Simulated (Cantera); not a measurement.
Charge: 1 mol TiO2, 0.42 mol Cl2, 0.11 mol HCl, held at 31.0 mbar.

Cantera equilibrium calculation (NASA polynomials, part measured and part estimated; ideal gas, pure solids and liquids). Candidate condensed phases: H2O, Ti, TiCl2, TiCl3, TiCl4, TiO, TiO2, Ti2O3, Ti3O5, Ti4O7; 23 gas species. Condensed phases not in the tables: TiOCl. The numbers say what is thermodynamically allowed, not how fast it happens.

x: gas mole fraction; n: condensed amount in mol.

```tsv
T (K)	x Cl2	x Cl	x HCl	x TiCl4	x O2	n TiO2(rutile)
975	0.790	0.00134	0.207	0.000465	0.000425	1.000
1025	0.788	0.00282	0.207	0.000775	0.000737	1.000
1075	0.785	?	0.207	?	?	0.999
1125	0.780	0.0103	0.206	0.00190	0.00186	0.999
1175	0.771	0.0181	0.206	0.00279	0.00276	0.999
1225	0.758	?	0.204	?	?	0.998
1275	0.738	0.0482	0.202	0.00540	0.00536	0.997
1325	0.712	0.0740	0.200	0.00711	0.00707	0.996
1375	0.677	0.109	0.196	0.00901	0.00896	0.995
1425	0.632	0.155	0.191	0.0110	0.0109	0.994
1475	0.576	0.212	0.185	0.0129	0.0128	0.992
1525	0.512	0.280	0.178	0.0144	0.0143	0.991
```

What belongs in the gaps?


- 1225, x Cl: 0.0302
- 1225, x TiCl4: 0.00396
- 1225, x O2: 0.00392
- 1075, x Cl: 0.00555
- 1075, x TiCl4: 0.00124
- 1075, x O2: 0.00120
